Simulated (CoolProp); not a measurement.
Vapour-liquid equilibrium of acetone (1) + ethanol (2) at 421.5 K; x and y are mole fractions of (1).

Values from CoolProp's multi-fluid Helmholtz-energy mixture model, Lemmon 2006 and Schroeder 2014; pair parameters Bell 2016.

```json
[
 {"x": "0.05", "bubble pressure, mixture model (MPa)": "0.9768", "bubble pressure, Raoult's law (MPa)": "0.9502", "y, mixture model": "0.078", "y, Raoult's law": "0.058"},
 {"x": "0.125", "bubble pressure, mixture model (MPa)": "1.021", "bubble pressure, Raoult's law (MPa)": "0.9625", "y, mixture model": "0.178", "y, Raoult's law": "0.144"},
 {"x": "0.2", "bubble pressure, mixture model (MPa)": "1.058", "bubble pressure, Raoult's law (MPa)": "0.9748", "y, mixture model": "0.263", "y, Raoult's law": "0.227"},
 {"x": "0.275", "bubble pressure, mixture model (MPa)": "1.088", "bubble pressure, Raoult's law (MPa)": "0.9871", "y, mixture model": "0.338", "y, Raoult's law": "0.308"},
 {"x": "0.35", "bubble pressure, mixture model (MPa)": "…", "bubble pressure, Raoult's law (MPa)": "0.9994", "y, mixture model": "0.406", "y, Raoult's law": "0.387"},
 {"x": "0.425", "bubble pressure, mixture model (MPa)": "1.130", "bubble pressure, Raoult's law (MPa)": "1.012", "y, mixture model": "0.470", "y, Raoult's law": "0.465"},
 {"x": "0.5", "bubble pressure, mixture model (MPa)": "1.144", "bubble pressure, Raoult's law (MPa)": "1.024", "y, mixture model": "…", "y, Raoult's law": "0.540"},
 {"x": "0.575", "bubble pressure, mixture model (MPa)": "1.152", "bubble pressure, Raoult's law (MPa)": "1.036", "y, mixture model": "0.593", "y, Raoult's law": "0.614"},
 {"x": "0.65", "bubble pressure, mixture model (MPa)": "1.156", "bubble pressure, Raoult's law (MPa)": "1.048", "y, mixture model": "0.654", "y, Raoult's law": "0.686"},
 {"x": "0.725", "bubble pressure, mixture model (MPa)": "1.156", "bubble pressure, Raoult's law (MPa)": "1.061", "y, mixture model": "0.718", "y, Raoult's law": "0.756"},
 {"x": "0.8", "bubble pressure, mixture model (MPa)": "1.150", "bubble pressure, Raoult's law (MPa)": "1.073", "y, mixture model": "…", "y, Raoult's law": "0.824"},
 {"x": "0.875", "bubble pressure, mixture model (MPa)": "1.138", "bubble pressure, Raoult's law (MPa)": "1.085", "y, mixture model": "…", "y, Raoult's law": "0.891"},
 {"x": "0.95", "bubble pressure, mixture model (MPa)": "1.121", "bubble pressure, Raoult's law (MPa)": "1.098", "y, mixture model": "0.941", "y, Raoult's law": "0.957"}
]
```

**Question.** Fill in the missing entries.

**Answer.** 
- 0.35, bubble pressure, mixture model (MPa): 1.112
- 0.5, y, mixture model: 0.532
- 0.8, y, mixture model: 0.786
- 0.875, y, mixture model: 0.860

The largest gap from Raoult's law is +11.7 % in bubble pressure, at x = 0.425. y crosses x between x = 0.65 and 0.725: the model has an azeotrope there.

The pair parameters rest on a limited set of measurements; away from them the model extrapolates.
